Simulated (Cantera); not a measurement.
A closed system holds: 1 mol Ti, 0.17 mol H2O, 1.5 mol CO, held at 1352 °C and 1.00 bar.

Equilibrium computed with Cantera from the NASA thermochemical tables; the gas is ideal and each condensed phase is pure. Candidate condensed phases: C, C6H6, C7H8, C8H18, H2O, Ti, TiC, TiO, TiO2, Ti2O3, Ti3O5, Ti4O7; 113 gas species. Mutual solubility and eutectic melting of coexisting phases are not modelled. TiC: taken at fixed stoichiometry. Kinetics and transport are ignored.

Base state: CO 0.846, H2 0.153, CO2 0.000218, H2O 0.000123, H 2.76e-5, CH4 2.73e-5 (mole fractions); condensed: TiC(s) + Ti3O5(s).

What changes in the equilibrium state with this change: pressure from 1.00 bar to 13.0 bar?


| species | before | after |
|---|---|---|
| H2 | 0.153 | 0.889 |
| CO | 0.846 | 0.0948 |
| CH4 | 2.73e-5 | 0.0151 |
| C2H4 | 4.68e-8 | 3.28e-5 |
| C2H2 (acetylene) | 3.40e-6 | 3.16e-5 |
| CO2 | 0.000218 | 2.81e-5 |
| TiC(s), mol | 0.561 | 0.00861 |
| Ti3O5(s), mol | 0.146 | 0.330 |
| C(graphite), mol | 0 | 1.47 |

What changes in the equilibrium state with this change: Ti replaced by Pb?


```json
[
 {"species": "CO", "before": "0.846", "after": "0.759"},
 {"species": "Pb", "before": "0", "after": "0.0746"},
 {"species": "H2", "before": "0.153", "after": "0.0726"},
 {"species": "CO2", "before": "0.000218", "after": "0.0726"},
 {"species": "H2O", "before": "0.000123", "after": "0.0216"},
 {"species": "Pb2", "before": "0", "after": "6.49e-5"},
 {"species": "PbO", "before": "0", "after": "1.82e-5"},
 {"species": "CH4", "before": "2.73e-5", "after": "1.48e-8"},
 {"species": "H", "before": "2.76e-5", "after": "1.90e-5"},
 {"species": "TiC(s), mol", "before": "0.561", "after": "0"},
 {"species": "Ti3O5(s), mol", "before": "0.146", "after": "0"},
 {"species": "Pb(l), mol", "before": "0", "after": "0.865"}
]
```
Further candidate phases: Pb, PbO, PbO2, Pb3O4.
